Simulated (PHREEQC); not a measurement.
## Alkaline etch or developer

Consider water at 30 °C with 8.4 mmol/kgw CsOH, 8.7 mmol/kgw Na2SiO3 and 98 mmol/kgw (CH3)4NCl. Closed to the air; pH follows from the charge balance.

Computed with PHREEQC (ion-association model, wateq4f.dat).

This is a speciation only: nothing precipitates in the calculation.

Problem. What pH does the model give?

Solution. pH 11.91.

Problem. In which forms is Si present?

Solution. H3SiO4- 86 %, H2SiO4-2 14 % of the Si.

(CH3)4N+ isn't in the database: it is added as a free cation with an ion size of 4 Å.
